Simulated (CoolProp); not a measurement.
n-hexane along the isobar 572 kPa: density (kg/m³) from the reference equation and from simpler models built on Tc = 507.8 K, pc = 3044 kPa, ω = 0.300; each cubic takes its own stable root.

Values from CoolProp's reference Helmholtz-energy equation of state, Thol 2019.

```
T (K)   phase  reference  van der Waals  Redlich-Kwong  Soave-Redlich-Kwong  Peng-Robinson
-----  ------  ---------  -------------  -------------  -------------------  -------------
378.3  liquid      576.0          17.93          489.0                515.5          584.1
400.6  liquid      549.8          16.60          17.22                487.1          552.7
422.9     gas      16.31          15.47          15.90                16.10          16.26
445.3     gas      15.02          14.51          14.80                14.92          15.05
467.6     gas      14.00          13.67          13.88                13.94          14.05
489.9     gas      13.14          12.93          13.08                13.10          13.20
512.2     gas      12.40          12.28          12.38                12.38          12.47
534.6     gas      11.76          11.69          11.76                11.74          11.82
556.9     gas      11.19          11.16          11.21                11.17          11.25
579.2     gas      10.69          10.68          10.71                10.67          10.74
```

At some of these states van der Waals, Redlich-Kwong gives the other phase, because its saturation line lies elsewhere.
